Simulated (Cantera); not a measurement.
A Cantera script and its output.

```python
import numpy as np
import cantera as ct

gas = ct.Solution("h2o2.yaml")
gas.TPX = 498, 82000, {'H2': 1, 'O2': 0.725, 'N2': 2.72}
inlet = ct.Reservoir(gas, clone=True)
gas.equilibrate("HP")  # start burning
reactor = ct.IdealGasConstPressureReactor(gas, energy="on", clone=False)
exhaust = ct.Reservoir(gas, clone=True)
tau = [0.021, 0.011, 0.0056, 0.0029, 0.0015, 0.00076, 0.00039, 0.0002, 0.0001, 5.4e-05][0]
for a, b in ((inlet, reactor), (reactor, exhaust)):
    ct.MassFlowController(a, b, mdot=lambda t: reactor.mass / tau)
net = ct.ReactorNet([reactor])
show = ['H2', 'O2', 'H2O', 'H', 'O', 'HO2', 'OH']

rows = []
print(f"{'tau/s':>10s}{'T/K':>9s}" + "".join(f"{s:>11s}" for s in show))
for tau in [0.021, 0.011, 0.0056, 0.0029, 0.0015, 0.00076, 0.00039, 0.0002, 0.0001, 5.4e-05]:
    net.initial_time = 0.0
    net.advance(30 * tau)
    before = gas.X
    net.advance(40 * tau)
    drift = np.max(np.abs(gas.X - before) / (gas.X + 1e-9))
    rows.append([gas.T, *gas[show].X, drift])
    print(f"{tau:10.3e}{gas.T:9.1f}" + "".join(f"{x:11.3e}" for x in gas[show].X))
```

Output:

```
     tau/s      T/K         H2         O2        H2O          H          O        HO2         OH
 2.100e-02   2131.9  2.024e-03  5.576e-02  2.470e-01  4.311e-04  1.030e-03  3.309e-06  6.696e-03
 1.100e-02   2117.9  2.798e-03  5.570e-02  2.453e-01  7.065e-04  1.421e-03  3.846e-06  7.730e-03
 5.600e-03   2095.4  4.063e-03  5.571e-02  2.427e-01  1.262e-03  2.072e-03  4.869e-06  9.083e-03
 2.900e-03   2063.0  5.864e-03  5.588e-02  2.390e-01  2.263e-03  3.023e-03  6.523e-06  1.055e-02
 1.500e-03   2017.2  8.308e-03  5.631e-02  2.341e-01  4.008e-03  4.358e-03  9.036e-06  1.196e-02
 7.600e-04   1953.3  1.147e-02  5.716e-02  2.276e-01  6.967e-03  6.162e-03  1.269e-05  1.310e-02
 3.900e-04   1872.4  1.508e-02  5.852e-02  2.199e-01  1.140e-02  8.285e-03  1.738e-05  1.361e-02
 2.000e-04   1773.8  1.901e-02  6.054e-02  2.111e-01  1.758e-02  1.054e-02  2.316e-05  1.331e-02
 1.000e-04   1654.8  2.365e-02  6.366e-02  2.007e-01  2.570e-02  1.255e-02  3.050e-05  1.209e-02
 5.400e-05   1536.3  2.966e-02  6.814e-02  1.894e-01  3.357e-02  1.339e-02  3.910e-05  1.031e-02
```

Cantera simulation using the H2/O2 subset of GRI-Mech 3.0, which has no nitrogen chemistry; the numbers are that mechanism's predictions, not measurements.
